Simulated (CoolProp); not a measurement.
Vapour pressure (bar) of nitrogen: the reference equation beside estimates from Tc = 126.2 K, pc = 33.96 bar, ω = 0.037. Clausius-Clapeyron is anchored at 101.1 K with a constant enthalpy of vaporisation of 4.439 kJ/mol.

Computed with CoolProp (reference Helmholtz-energy equation of state, Span 2000).

```csv
T (K),reference,Clausius-Clapeyron,Redlich-Kwong,Soave-Redlich-Kwong,Peng-Robinson
98.4,6.953,7.261,6.940,7.007,6.973
101.1,8.393,8.393,8.438,8.471,8.419
103.8,10.03,9.628,10.14,10.14,10.07
106.5,11.89,10.97,12.07,12.03,11.94
109.2,13.99,12.42,14.24,14.16,14.06
111.9,16.34,13.97,16.64,16.54,16.42
114.6,18.96,15.63,19.31,19.19,19.07
117.3,21.87,17.40,22.25,22.12,22.00
119.9,24.98,19.21,25.34,25.22,25.12
122.6,28.55,21.19,28.84,28.75,28.68
```

Absolute difference from the reference over all 10 rows, mean and median: Clausius-Clapeyron 12.9 and 12.9 %, Redlich-Kwong 1.3 and 1.5 %, Soave-Redlich-Kwong 1.0 and 1.1 %, Peng-Robinson 0.5 and 0.5 %.
